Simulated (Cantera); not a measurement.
Charge: 1 mol SiHCl3, 0.0041 mol C3H8, 59 mol H2, held at 1.33 mbar.

Cantera equilibrium calculation (NASA polynomials, part measured and part estimated; ideal gas, pure solids and liquids). Candidate condensed phases: C, C6H6, C7H8, C8H18, Si, SiC; 109 gas species. The tables' values for SiCl are old estimates; treat these amounts as uncertain. Kinetics and transport are ignored. All values below are at 2448 K.

Base state: H2 0.546, H 0.403, HCl 0.0251, Cl 0.0131, Si 0.0125, SiH 9.70e-5, SiCl 7.88e-5, C2H2 (acetylene) 4.45e-5 (mole fractions); condensed: gas only.

Q: What changes in the equilibrium state with this change: H2 from 59 to 7.3 mol?

A: 
```
species   before     after
-------  -------  --------
H2         0.546     0.368
H          0.403     0.331
HCl       0.0251     0.137
Cl        0.0131    0.0871
Si        0.0125    0.0706
SiCl2    9.29e-6   0.00230
Si2C     3.77e-6  0.000173
SiCl     7.88e-5   0.00294
```
